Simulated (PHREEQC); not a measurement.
Consider water at 20 °C with 0.072 mol KH2PO4 and 0.26 mol NaF per kg of water. Closed to the air; pH follows from the charge balance.

Equilibrium calculation in PHREEQC: ion-association model, wateq4f.dat.

| quantity | before | after |
|---|---|---|
| pH | 5.24 | 4.82 |
| ionic strength (mol/kgw) | 0.318 | 0.611 |

Task: Which change was made?
(A) KH2PO4 replaced by K2CO3 at the same molality
(B) KH2PO4 from 0.072 to 0.0072 mol/kgw
(C) KH2PO4 replaced by K3PO4 at the same molality
(D) KH2PO4 from 0.072 to 0.36 mol/kgw
(E) NaF left out

Result: D, KH2PO4 from 0.072 to 0.36 mol/kgw

No solid was allowed to form. H3PO4, which wateq4f.dat lacks, is added to it with the constant of phreeqc.dat.
